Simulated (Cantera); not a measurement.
Input (Python, Cantera):

```python
import numpy as np
import cantera as ct

gas = ct.Solution("gri30.yaml", transport_model="multicomponent")
show = ['OH', 'CH3', 'CO2']

rows = []
print(f"{'T/K':>7s}{'rho':>11s}{'cp':>10s}{'mu':>11s}{'lambda':>11s}{'Pr':>7s}" + "".join(f"{'D_' + s:>11s}" for s in show))
for T in [400, 500, 600, 700, 800, 900, 1000, 1100, 1200]:
    gas.TPX = T, 16, {'O2': 0.25}
    Pr = gas.cp_mass * gas.viscosity / gas.thermal_conductivity
    D = [gas.mix_diff_coeffs_mole[gas.species_index(s)] for s in show]
    rows.append([gas.density, gas.cp_mass, gas.viscosity, gas.thermal_conductivity, Pr, *D])
    print(f"{T:7g}{gas.density:11.4e}{gas.cp_mass:10.1f}{gas.viscosity:11.4e}"
          f"{gas.thermal_conductivity:11.4e}{Pr:7.3f}" + "".join(f"{d:11.4e}" for d in D))
print("SI units: kg/m3, J/kg/K, Pa s, W/m/K, m2/s")
```

Result:

```
    T/K        rho        cp         mu     lambda     Pr       D_OH      D_CH3      D_CO2
    400 1.5394e-04     941.4 2.5629e-05 3.3889e-02  0.712 3.3727e-01 2.3971e-01 1.6716e-01
    500 1.2315e-04     971.4 3.0045e-05 4.1059e-02  0.711 4.9389e-01 3.5362e-01 2.4879e-01
    600 1.0263e-04    1002.6 3.4077e-05 4.8102e-02  0.710 6.7248e-01 4.8372e-01 3.4233e-01
    700 8.7965e-05    1031.1 3.7824e-05 5.4934e-02  0.710 8.7158e-01 6.2889e-01 4.4690e-01
    800 7.6969e-05    1054.7 4.1353e-05 6.1465e-02  0.710 1.0901e+00 7.8828e-01 5.6183e-01
    900 6.8417e-05    1073.7 4.4705e-05 6.7676e-02  0.709 1.3271e+00 9.6121e-01 6.8659e-01
   1000 6.1576e-05    1090.2 4.7912e-05 7.3669e-02  0.709 1.5819e+00 1.1471e+00 8.2075e-01
   1100 5.5978e-05    1102.7 5.0995e-05 7.9351e-02  0.709 1.8538e+00 1.3455e+00 9.6393e-01
   1200 5.1313e-05    1114.2 5.3973e-05 8.4884e-02  0.708 2.1422e+00 1.5559e+00 1.1158e+00
SI units: kg/m3, J/kg/K, Pa s, W/m/K, m2/s
```

Model: GRI-Mech 3.0 (53 species, 325 reactions), integrated in Cantera.
